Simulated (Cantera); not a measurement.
A closed system holds: 1 mol C3H6, 1.2 mol CO2, at 0.100 bar.

These are equilibrium values from Cantera (NASA tables, ideal gas, pure condensed phases), not measurements of a reactor. Candidate condensed phases: C, C6H6, C7H8, C8H18, H2O; 110 gas species. Equilibrium is a limit: real reactors are often held back by kinetics, nucleation or transport.

### Question
What share of the C ends up in condensed phases as a function of T (K), at 748, 798, 848, 898, 948, 998, 1048, 1098, 1148, 1198, 1248, 1298?

### Answer
| T (K) | C condensed (%) | as |
|---|---|---|
| 748 | 73.6 | C(graphite) |
| 798 | 69.5 | C(graphite) |
| 848 | 62.4 | C(graphite) |
| 898 | 54.2 | C(graphite) |
| 948 | 48.1 | C(graphite) |
| 998 | 45.0 | C(graphite) |
| 1048 | 43.7 | C(graphite) |
| 1098 | 43.2 | C(graphite) |
| 1148 | 43.0 | C(graphite) |
| 1198 | 42.9 | C(graphite) |
| 1248 | 42.9 | C(graphite) |
| 1298 | 42.9 | C(graphite) |
